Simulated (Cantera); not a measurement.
Input: 1 mol Si2Cl6, 82 mol N2, 3.4 mol H2, at 1450 K and 0.780 bar.

Method: chemical equilibrium by Gibbs-energy minimisation in Cantera with the NASA 1993 tables (ideal gas, pure condensed phases). Candidate condensed phases: NH4Cl, Si, Si3N4; 28 gas species. The feed counts by its element totals alone. N2 is the only nitrogen source here; it is nearly inert below about 1500 K, so the nitride shown seldom forms there in practice. The tables' values for SiCl3 are old estimates; treat these amounts as uncertain. The numbers say what is thermodynamically allowed, not how fast it happens.

Problem. What is the equilibrium state?

Solution. 
```json
{
 "x(N2)": "0.930",
 "x(HCl)": "0.0516",
 "x(H2)": "0.0133",
 "x(SiCl4)": "0.00351",
 "x(SiCl3)": "0.000699",
 "x(SiCl2)": "0.000509",
 "x(SiHCl3)": "7.78e-5",
 "x(Cl)": "3.91e-6",
 "x(H)": "1.23e-6",
 "n(Si3N4(s))": "0.528 mol",
 "gas_amount": "87.00 mol",
 "log10 activity of Si(s) (absent)": "-3.08"
}
```
